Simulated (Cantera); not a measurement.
Mixture: H2 : O2 : N2 : H2O = 1 : 0.769 : 2.89 : 1.2 (molar parts), at 3750 Torr, adiabatic and at constant volume. Ignition delay is the time to a rise of 400 K.

Cantera simulation using the H2/O2 subset of GRI-Mech 3.0, which has no nitrogen chemistry; the numbers are that mechanism's predictions, not measurements. The hydrogen kinetics of GRI-Mech 3.0 are dated; newer H2 mechanisms differ, most at raised pressure.

Question: What does this change do: H2O 1.2 to 3.3 parts?

Answer: 
```csv
quantity,before,after
delay at 950 K,61.6 ms,74.6 ms
delay at 1000 K,19.4 ms,24.7 ms
delay at 1050 K,6.71 ms,9.10 ms
delay at 1100 K,2.46 ms,3.63 ms
delay at 1150 K,0.929 ms,1.52 ms
delay at 1200 K,0.343 ms,0.651 ms
apparent activation energy between 1100 and 1200 K,220 kJ/mol,190 kJ/mol
```

Question: What does this change do: constant pressure in place of constant volume?

Answer: 
```
quantity                                                before       after
--------------------------------------------------  ----------  ----------
delay at 950 K                                         61.6 ms     66.8 ms
delay at 1000 K                                        19.4 ms     20.9 ms
delay at 1050 K                                        6.71 ms     7.13 ms
delay at 1100 K                                        2.46 ms     2.59 ms
delay at 1150 K                                       0.929 ms    0.965 ms
delay at 1200 K                                       0.343 ms    0.353 ms
apparent activation energy between 1100 and 1200 K  220 kJ/mol  220 kJ/mol
```
